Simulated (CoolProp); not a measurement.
Vapour-liquid equilibrium of ethylene (1) + propylene (2) at -17.35 °C; x and y are mole fractions of (1).

Model: multi-fluid Helmholtz-energy mixture model, Smukala 2000 and Lemmon 2013; pair parameters Bell 2016, in CoolProp.

Give the bubble pressure and the first vapour's composition at x = 0.2, 0.275, 0.5. Is there an azeotrope?

x = 0.2: 758.7 kPa, y = 0.606; x = 0.275: 921.5 kPa, y = 0.693; x = 0.5: 1420 kPa, y = 0.840. No azeotrope shows between x = 0.05 and 0.95.

Pair parameters are fitted to limited data, so mixtures are less certain than the pure fluids.
